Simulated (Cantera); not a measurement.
Input: 1 mol HMDSO, 0.17 mol H2O, 1.1 mol H2, held at 8.40 Pa.

Cantera equilibrium calculation (NASA polynomials, part measured and part estimated; ideal gas, pure solids and liquids). Candidate condensed phases: C, C6H6, C7H8, C8H18, H2O, Si, SiC, SiO2; 123 gas species. The feed counts by its element totals alone. Mutual solubility and eutectic melting of coexisting phases are not modelled. Kinetics and transport are ignored.

**Question.** Which condensed phases are stable at each of these points (T (°C)): 477, 577, 677, 777, 877, 977, 1077, 1177, 1277, 1377?

**Answer.** 
| T (°C) | condensed phases | Si condensed (%) |
|---|---|---|
| 477 | C(graphite) + SiC(s) + SiO2(α-quartz) | 100.0 |
| 577 | C(graphite) + SiC(s) + SiO2(β-quartz) | 100.0 |
| 677 | C(graphite) + SiC(s) + SiO2(β-quartz) | 100.0 |
| 777 | C(graphite) + SiC(s) + SiO2(β-quartz) | 100.0 |
| 877 | C(graphite) + SiC(s) | 100.0 |
| 977 | C(graphite) + SiC(s) | 100.0 |
| 1077 | C(graphite) + SiC(s) | 99.9 |
| 1177 | C(graphite) + SiC(s) | 99.9 |
| 1277 | C(graphite) + SiC(s) | 99.9 |
| 1377 | C(graphite) + SiC(s) | 99.8 |

At 477 °C the condensed part is C(graphite) + SiC(s) + SiO2(α-quartz). From 577 °C to 777 °C the condensed part is C(graphite) + SiC(s) + SiO2(β-quartz). From 877 °C to 1377 °C the condensed part is C(graphite) + SiC(s).
